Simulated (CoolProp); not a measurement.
c-C4F8 (RC318) along the isobar 1.27 MPa: Z from the reference equation and from simpler models built on Tc = 388.4 K, pc = 2.778 MPa, ω = 0.355; each cubic takes its own stable root.

Computed with CoolProp (reference Helmholtz-energy equation of state, Platzer 1990). This equation is an older, rougher fit; its heat capacities, sound speeds and derivatives of the liquid may be far off and weren't checked against measurements.

| T (K) | phase | reference | van der Waals | Redlich-Kwong | Soave-Redlich-Kwong |
|---|---|---|---|---|---|
| 267.9 | liquid | 0.07050 | 0.1138 | 0.07858 | 0.07456 |
| 281 | liquid | 0.06922 | 0.1118 | 0.07763 | (withheld) |
| 294.1 | liquid | 0.06830 | 0.1105 | 0.07721 | 0.07270 |
| 307.2 | liquid | 0.06775 | 0.1101 | (withheld) | 0.07260 |
| 320.3 | liquid | 0.06765 | 0.1108 | 0.07842 | 0.07323 |
| 333.4 | liquid | 0.06812 | 0.7477 | 0.08061 | 0.07488 |
| 346.5 | liquid | 0.06949 | 0.7783 | 0.7286 | 0.07822 |
| 359.6 | gas | 0.7500 | 0.8031 | (withheld) | 0.7506 |
| 372.7 | gas | 0.7907 | 0.8236 | 0.7959 | 0.7888 |
| 385.8 | gas | 0.8214 | 0.8410 | 0.8200 | 0.8190 |
| 398.9 | gas | 0.8457 | 0.8559 | 0.8400 | 0.8436 |
| 412 | gas | 0.8655 | 0.8688 | 0.8570 | 0.8641 |
| 425.1 | gas | 0.8819 | 0.8801 | 0.8715 | 0.8813 |

**Question.** Some entries are withheld; supply them.

**Answer.** 
- 281, Soave-Redlich-Kwong: 0.07337
- 307.2, Redlich-Kwong: 0.07741
- 359.6, Redlich-Kwong: 0.7663

At some of these states van der Waals, Redlich-Kwong gives the other phase, because its saturation line lies elsewhere.
